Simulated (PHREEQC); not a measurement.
Make-up at 25 °C: 1.2 mmol/kgw HF, 0.068 mmol/kgw (NH4)2SiF6 and 9.8 mmol/kgw H3AsO4. Closed to the air; pH follows from the charge balance.

Equilibrium calculation in PHREEQC: ion-association model, wateq4f.dat.

Each row changes one thing in this solution. Precipitation was switched off in this run.

```csv
case,pH,ionic strength (mol/kgw),H2AsO4- (mol/kgw),H3AsO4 (mol/kgw),HF (mol/kgw),F- (mol/kgw)
as made,2.31,0.00537,0.00516,0.00464,0.00137,0.000203
(NH4)2SiF6 replaced by NH3 at the same molality,2.31,0.00531,0.00516,0.00464,0.00104,0.000154
diluted 10-fold with water,3.06,0.000911,0.000839,0.000140,8.95e-5,___
(NH4)2SiF6 left out,2.31,0.00529,___,0.00467,0.00104,0.000152
H3AsO4 replaced by Na2HAsO4 at the same molality,___,0.0280,0.00148,4.95e-9,___,0.00160
```

Problem. Complete the blanks.

Solution. 
- diluted 10-fold with water, F- (mol/kgw): 7.12e-5
- (NH4)2SiF6 left out, H2AsO4- (mol/kgw): 0.00513
- H3AsO4 replaced by Na2HAsO4 at the same molality, pH: 7.70
- H3AsO4 replaced by Na2HAsO4 at the same molality, HF (mol/kgw): 3.99e-8

SiF6-2 is the database's only silicon fluoride.
